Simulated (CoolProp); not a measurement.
A Linde-Hampson liquefier for ethylene: isothermal reversible compression at 320 K from 1 atm to 25 MPa, throttling to 1 atm, return gas leaving the recuperator 5 K below the feed. Each further row changes one setting.

Values from CoolProp's reference Helmholtz-energy equation of state, Smukala 2000.

| case | liquid yield per pass | compression work (kJ/kg of gas) |
|---|---|---|
| as stated | 0.419 | 432 |
| high pressure 50 MPa | 0.414 | 491 |
| warm-end temperature 350 K | 0.341 | 498 |
| warm-end gap 10 K | 0.412 | 432 |
